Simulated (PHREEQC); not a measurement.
Synthetic water in mg/L, 25 °C, pH 3.59, pe 8.8:

```json
[
 {"constituent": "Na", "mg/L": "268"},
 {"constituent": "K", "mg/L": "832"},
 {"constituent": "Ca", "mg/L": "1030"},
 {"constituent": "Mg", "mg/L": "48"},
 {"constituent": "Cl", "mg/L": "1200"},
 {"constituent": "S(6) as SO4", "mg/L": "4980"},
 {"constituent": "Zn", "mg/L": "8.74"},
 {"constituent": "Si as SiO2", "mg/L": "12.5"},
 {"constituent": "Mn(2)", "mg/L": "140"},
 {"constituent": "Fe(3)", "mg/L": "1130"}
]
```

Valence states are taken as typed.

Computed with PHREEQC (ion-association model, phreeqc.dat).

```json
{
  "ionic_strength": "0.199 mol/kgw",
  "density": "1.006 g/cm³",
  "total_alkalinity": "-21.8 meq/kg",
  "charge_balance_error": "-1.0 %"
}
```

```csv
species,molality,activity,log γ
Cl-,0.0340,0.0244,-0.145
SO4-2,0.0336,0.00986,-0.533
K+,0.0202,0.0143,-0.147
Ca+2,0.0169,0.00542,-0.492
Na+,0.0112,0.00839,-0.126
CaSO4,0.00908,0.00951,0.020
FeSO4+,0.00389,0.00287,-0.131
Fe3(OH)4+5,0.00317,2.13e-6,-3.172
FeOH+2,0.00223,0.000666,-0.525
Mn+2,0.00161,0.000530,-0.484
KSO4-,0.00133,0.000994,-0.127
Fe2(OH)2+4,0.00128,1.19e-5,-2.030
Fe(OH)2+,0.00115,0.000856,-0.127
```

This is a speciation only: nothing precipitates in the calculation. Saturation is exceeded, for instance for Jarosite-K, Fe(OH)3(a); the values hold only as long as no solid forms.
